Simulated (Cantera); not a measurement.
A closed system holds: 1 mol Fe3O4, a varied amount of CH4, 19 mol H2, 0.6 mol C, at 1748.15 K and 780 Pa.

Equilibrium computed with Cantera from the NASA thermochemical tables; the gas is ideal and each condensed phase is pure. Candidate condensed phases: C, C6H6, C7H8, C8H18, Fe, Fe(CO)5, FeO, Fe(OH)2, Fe(OH)3, Fe2O3, Fe3O4, H2O; 114 gas species. Iron dissolves carbon and melts from about 1420 K in contact with it, which pure phases cannot show. Condensed phases not in the tables: cementite and carbon dissolved in iron. The numbers say what is thermodynamically allowed, not how fast it happens.

x: gas mole fraction; n: condensed amount in mol.

```
n(CH4) (mol)   x H2    x H2O    x CO      x H    x CO2     x Fe  x C2H2 (acetylene)  n Fe(δ)  n C(graphite)
------------  -----  -------  ------  -------  -------  -------  ------------------  -------  -------------
0.54          0.810    0.132  0.0513  0.00233  0.00231  0.00174              <1e-12     2.96              0
0.76          0.816    0.118  0.0596  0.00234  0.00238  0.00174              <1e-12     2.96              0
1.1           0.824   0.0978  0.0717  0.00235  0.00235  0.00174              <1e-12     2.96              0
1.5           0.833      [?]     [?]  0.00236      [?]  0.00174              <1e-12     2.96              0
2.2           0.845   0.0441   0.105  0.00238  0.00152  0.00174              <1e-12     2.95              0
3.1           0.858      [?]   0.127  0.00240      [?]  0.00174              <1e-12     2.95              0
4.3           0.870  3.18e-7   0.126  0.00242  1.28e-8  0.00174             9.83e-5     2.94          0.894
```

Task: Some entries are withheld; supply them.

Result: 
- 1.5, x H2O: 0.0764
- 1.5, x CO: 0.0847
- 1.5, x CO2: 0.00215
- 3.1, x H2O: 0.00994
- 3.1, x CO2: 0.000408
